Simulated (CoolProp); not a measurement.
The fluid at 293.15 K and 1.29 MPa is throttled through a valve to 0.86 MPa with no heat exchange. The same conditions are run with several fluids, on thermodynamics alone (safety and materials aside).

Values from CoolProp's reference Helmholtz-energy equation of state of each fluid (R115: Lemmon 2016; propane: Lemmon 2009; n-pentane: Thol 2019; tetradecamethylhexasiloxane (MD4M): Thol 2019; toluene: Lemmon 2006).

```json
[
 {"fluid": "R115", "temperature change (K)": "___", "final density (kg/m³)": "___"},
 {"fluid": "propane", "temperature change (K)": "___", "final density (kg/m³)": "___"},
 {"fluid": "n-pentane", "temperature change (K)": "+0.2", "final density (kg/m³)": "___"},
 {"fluid": "tetradecamethylhexasiloxane (MD4M)", "temperature change (K)": "+0.2", "final density (kg/m³)": "892"},
 {"fluid": "toluene", "temperature change (K)": "+0.2", "final density (kg/m³)": "___"}
]
```

Some entries are withheld; supply them.


- R115, temperature change (K): -0.0
- R115, final density (kg/m³): 1310
- propane, temperature change (K): +0.0
- propane, final density (kg/m³): 500
- n-pentane, final density (kg/m³): 627
- toluene, final density (kg/m³): 867
